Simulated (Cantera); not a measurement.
Feed: 1 mol C2H4, 0.041 mol CO2, 11 mol H2, 0.036 mol O2, equilibrated at 2177 °C and 4130 Torr.

Method: chemical equilibrium by Gibbs-energy minimisation in Cantera with the NASA 1993 tables (ideal gas, pure condensed phases). The numbers say what is thermodynamically allowed, not how fast it happens.

| species | before | after |
|---|---|---|
| H2 | 0.970 | 0.886 |
| CH4 | 0.000844 | 0.101 |
| CO | 0.0117 | 0.0105 |
| C2H2 (acetylene) | 0.00847 | 3.43e-8 |
| H | 0.00844 | 2.99e-8 |
| C4H2 | 3.04e-5 | <1e-9 |
| CO2 | 3.41e-9 | 2.38e-5 |
| CH3 | 0.000134 | 6.39e-8 |
| H2O | 1.72e-6 | 0.00239 |
| C2H4 | 3.93e-5 | 4.60e-6 |
| C(graphite), mol | 1.65 | 0.711 |
Gas species are given as mole fractions.

**Question.** Name the change that produced these shifts.
A. temperature from 2177 °C to 877 °C
B. temperature from 2177 °C to 975 °C
C. temperature from 2177 °C to 1725 °C
D. O2 from 0.036 to 0.68 mol

**Answer.** A, temperature from 2177 °C to 877 °C
